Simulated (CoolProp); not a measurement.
Vapour-liquid equilibrium of carbon dioxide (1) + ethane (2) at 15 bar; x and y are mole fractions of (1).

The numbers come from the multi-fluid Helmholtz-energy mixture model, Span 1996 and Bücker 2006; pair parameters Kunz 2012 in CoolProp.

**Question.** Give the bubble temperature and the first vapour's composition at x = 0.05, 0.2, 0.5. Is there an azeotrope?

**Answer.** x = 0.05: 251.7 K, y = 0.114; x = 0.2: 244.6 K, y = 0.350; x = 0.5: 239.3 K, y = 0.578. y crosses x between x = 0.65 and 0.8: the model has an azeotrope there.

Pair parameters are fitted to limited data, so mixtures are less certain than the pure fluids.
